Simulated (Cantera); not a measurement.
An isothermal, constant-pressure homogeneous reactor starts with NO : N2 = 1 : 6.3 (molar parts), at 1875 K and 1.88 atm. Integrator tolerance rtol = 1e-08.

Detailed kinetics in Cantera: GRI-Mech 3.0 (53 species, 325 reactions).

Problem. What does this change do: N2 6.3 to 16 parts?

Solution. 
| quantity | before | after |
|---|---|---|
| x(NO) at 70.0 s | 0.00331 (gas-phase equilibrium 0.00327) | 0.00227 (gas-phase equilibrium 0.00217) |
| x(O2) at 70.0 s | 0.0668 (gas-phase equilibrium 0.0668) | 0.0283 (gas-phase equilibrium 0.0283) |
| x(N2) at 70.0 s | 0.930 (gas-phase equilibrium 0.930) | 0.969 (gas-phase equilibrium 0.969) |
| x(O) at 70.0 s | 4.54e-5 (gas-phase equilibrium 4.54e-5) | 2.95e-5 (gas-phase equilibrium 2.95e-5) |
| x(NO2) at 70.0 s | 5.54e-6 (gas-phase equilibrium 5.47e-6) | 2.47e-6 (gas-phase equilibrium 2.37e-6) |

Problem. What does this change do: N2 6.3 to 54 parts?

Solution. 
```
quantity                                           before                                    after
----------------  ---------------------------------------  ---------------------------------------
x(NO) at 70.0 s   0.00331 (gas-phase equilibrium 0.00327)  0.00152 (gas-phase equilibrium 0.00120)
x(O2) at 70.0 s     0.0668 (gas-phase equilibrium 0.0668)  0.00832 (gas-phase equilibrium 0.00848)
x(N2) at 70.0 s       0.930 (gas-phase equilibrium 0.930)      0.990 (gas-phase equilibrium 0.990)
x(O) at 70.0 s    4.54e-5 (gas-phase equilibrium 4.54e-5)  1.60e-5 (gas-phase equilibrium 1.62e-5)
x(NO2) at 70.0 s  5.54e-6 (gas-phase equilibrium 5.47e-6)  9.00e-7 (gas-phase equilibrium 7.17e-7)
```
